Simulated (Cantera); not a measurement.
A Cantera script and its output.

```python
import numpy as np
import cantera as ct

gas = ct.Solution("gri30.yaml")
gas.TPX = 1300, 101325, {'C3H8': 1, 'O2': 5, 'N2': 18.8}
reactor = ct.IdealGasReactor(gas, energy="on", clone=False)
net = ct.ReactorNet([reactor])
net.rtol, net.atol = 1e-08, 1e-16
show = ['C3H8', 'O2', 'H2', 'NO', 'CH4', 'O']
times = np.geomspace(2e-06, 1, 11)

steps = ct.SolutionArray(gas, extra=["t"])
rows = []
print(f"{'t/s':>10s}{'T/K':>9s}{'P/Pa':>11s}" + "".join(f"{s:>11s}" for s in show))
for t in times:
    while net.time < t:
        t_next = net.step()
        steps.append(gas.state, t=t_next)
    rows.append([np.interp(t, steps.t, y) for y in (steps.T, steps.P, *steps(*show).X.T)])
    print(f"{t:10.3e}{rows[-1][0]:9.1f}{rows[-1][1]:11.4g}" + "".join(f"{x:11.3e}" for x in rows[-1][2:]))
rate = np.gradient(steps.T, steps.t)
print("integrator steps:", len(steps.t))
if steps.T.max() > steps.T[0] + 200:
    print(f"time of steepest temperature rise: {steps.t[rate.argmax()]:.4e} s")
gas.TPX = 1300, 101325, {'C3H8': 1, 'O2': 5, 'N2': 18.8}
gas.equilibrate("UV")
print(f"equilibrium (UV): T = {gas.T:.1f} K  " + "  ".join(f"{s} {gas[s].X[0]:.3e}" for s in show))
```

Output:

```
       t/s      T/K       P/Pa       C3H8         O2         H2         NO        CH4          O
 2.000e-06   1299.9  1.013e+05  4.032e-02  2.016e-01  4.224e-07  4.983e-18  2.618e-08  1.883e-08
 7.429e-06   1299.8  1.013e+05  4.030e-02  2.016e-01  3.790e-06  8.178e-17  4.238e-07  3.798e-08
 2.759e-05   1299.2  1.013e+05  4.019e-02  2.015e-01  2.405e-05  9.017e-16  6.919e-06  7.877e-08
 1.025e-04   1298.6  1.013e+05  3.941e-02  2.011e-01  1.913e-04  2.269e-14  9.520e-05  1.605e-07
 3.807e-04   1302.3   1.02e+05  3.578e-02  1.990e-01  1.053e-03  2.054e-13  6.489e-04  2.764e-07
 1.414e-03   2888.2  2.464e+05  8.960e-42  2.280e-02  1.515e-02  9.296e-03  6.698e-15  7.367e-03
 5.253e-03   2883.2  2.459e+05  9.831e-42  2.166e-02  1.529e-02  1.239e-02  6.959e-15  7.046e-03
 1.951e-02   2883.2  2.459e+05  9.832e-42  2.166e-02  1.529e-02  1.239e-02  6.959e-15  7.046e-03
 7.248e-02   2883.2  2.459e+05  9.832e-42  2.166e-02  1.529e-02  1.239e-02  6.959e-15  7.046e-03
 2.692e-01   2883.2  2.459e+05  9.832e-42  2.166e-02  1.529e-02  1.239e-02  6.959e-15  7.046e-03
 1.000e+00   2883.2  2.459e+05  9.832e-42  2.166e-02  1.529e-02  1.239e-02  6.959e-15  7.046e-03
integrator steps: 1971
time of steepest temperature rise: 9.0663e-04 s
equilibrium (UV): T = 2883.2 K  C3H8 1.850e-41  O2 2.166e-02  H2 1.529e-02  NO 1.239e-02  CH4 9.185e-15  O 7.046e-03
```

Cantera simulation using GRI-Mech 3.0 (53 species, 325 reactions); the numbers are that mechanism's predictions, not measurements. GRI-Mech 3.0 was tuned for natural gas; its chemistry of propane as a main component is partial and can be far from experiment.
